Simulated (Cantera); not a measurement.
An adiabatic, constant-volume homogeneous reactor starts with CO : H2 : O2 : N2 = 1 : 0.22 : 0.305 : 1.15 (molar parts), at 1750 K and 3750 Torr. Integrator tolerance rtol = 1e-08.

Detailed kinetics in Cantera: GRI-Mech 3.0 (53 species, 325 reactions). The hydrogen kinetics of GRI-Mech 3.0 are dated; newer H2 mechanisms differ, most at raised pressure. Above 3000 K some thermodynamic fits are extrapolated.

### Question
What does this change do: O2 0.305 to 0.4 parts?

### Answer
```json
[
 {"quantity": "time of steepest temperature rise", "before": "2.42 µs", "after": "2.15 µs"},
 {"quantity": "temperature at 1.00 s", "before": "3164 K", "after": "3227 K"},
 {"quantity": "equilibrium temperature", "before": "3164 K", "after": "3227 K"},
 {"quantity": "x(CO) at 1.00 s", "before": "0.272 (gas-phase equilibrium 0.272)", "after": "0.240 (gas-phase equilibrium 0.240)"},
 {"quantity": "x(H2) at 1.00 s", "before": "0.0157 (gas-phase equilibrium 0.0157)", "after": "0.0116 (gas-phase equilibrium 0.0116)"},
 {"quantity": "x(O2) at 1.00 s", "before": "0.0102 (gas-phase equilibrium 0.0102)", "after": "0.0255 (gas-phase equilibrium 0.0255)"},
 {"quantity": "x(NO) at 1.00 s", "before": "0.00978 (gas-phase equilibrium 0.00978)", "after": "0.0162 (gas-phase equilibrium 0.0162)"},
 {"quantity": "x(HO2) at 1.00 s", "before": "7.66e-6 (gas-phase equilibrium 7.66e-6)", "after": "1.67e-5 (gas-phase equilibrium 1.67e-5)"}
]
```

### Question
What does this change do: pressure from 3750 Torr to 7500 Torr?

### Answer
```
quantity                                                            before                                    after
---------------------------------  ---------------------------------------  ---------------------------------------
time of steepest temperature rise                                  2.42 µs                                  1.20 µs
temperature at 1.00 s                                               3164 K                                   3233 K
equilibrium temperature                                             3164 K                                   3233 K
x(CO) at 1.00 s                        0.272 (gas-phase equilibrium 0.272)      0.269 (gas-phase equilibrium 0.269)
x(H2) at 1.00 s                      0.0157 (gas-phase equilibrium 0.0157)    0.0153 (gas-phase equilibrium 0.0153)
x(O2) at 1.00 s                      0.0102 (gas-phase equilibrium 0.0102)  0.00859 (gas-phase equilibrium 0.00859)
x(NO) at 1.00 s                    0.00978 (gas-phase equilibrium 0.00978)  0.00969 (gas-phase equilibrium 0.00969)
x(HO2) at 1.00 s                   7.66e-6 (gas-phase equilibrium 7.66e-6)  9.15e-6 (gas-phase equilibrium 9.15e-6)
```

### Question
What does this change do: H2 0.22 to 0.067 parts?

### Answer
```csv
quantity,before,after
time of steepest temperature rise,2.42 µs,4.69 µs
temperature at 1.00 s,3164 K,3168 K
equilibrium temperature,3164 K,3168 K
x(CO) at 1.00 s,0.272 (gas-phase equilibrium 0.272),0.258 (gas-phase equilibrium 0.258)
x(H2) at 1.00 s,0.0157 (gas-phase equilibrium 0.0157),0.00342 (gas-phase equilibrium 0.00342)
x(O2) at 1.00 s,0.0102 (gas-phase equilibrium 0.0102),0.0192 (gas-phase equilibrium 0.0192)
x(NO) at 1.00 s,0.00978 (gas-phase equilibrium 0.00978),0.0139 (gas-phase equilibrium 0.0139)
x(HO2) at 1.00 s,7.66e-6 (gas-phase equilibrium 7.66e-6),6.73e-6 (gas-phase equilibrium 6.73e-6)
```
